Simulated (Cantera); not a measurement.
A closed system holds: 1 mol Si2Cl6, 5 mol NH3, held at 700 °C and 11000 Pa.

Cantera equilibrium calculation (NASA polynomials, part measured and part estimated; ideal gas, pure solids and liquids). Candidate condensed phases: NH4Cl, Si, Si3N4; 28 gas species. The feed counts by its element totals alone. The tables' values for SiCl3 are old estimates; treat these amounts as uncertain. Rates play no part.

Base state: H2 0.476, HCl 0.351, N2 0.130, SiCl4 0.0423, SiHCl3 0.000322, SiCl3 1.71e-5 (mole fractions); condensed: Si3N4(s).

Task: What changes in the equilibrium state with this change: temperature from 700 °C to 1377 °C?

Result: 
```json
[
 {"species": "H2", "before": "0.476", "after": "0.465"},
 {"species": "HCl", "before": "0.351", "after": "0.289"},
 {"species": "N2", "before": "0.130", "after": "0.155"},
 {"species": "SiCl2", "before": "1.99e-7", "after": "0.0749"},
 {"species": "SiCl4", "before": "0.0423", "after": "0.00350"},
 {"species": "SiCl3", "before": "1.71e-5", "after": "0.0109"},
 {"species": "H", "before": "2.25e-9", "after": "0.000187"},
 {"species": "Cl", "before": "1.56e-9", "after": "9.09e-5"},
 {"species": "SiH2Cl2", "before": "2.56e-7", "after": "4.38e-5"},
 {"species": "SiHCl3", "before": "0.000322", "after": "0.000947"},
 {"species": "Si3N4(s), mol", "before": "0.503", "after": "0.297"}
]
```
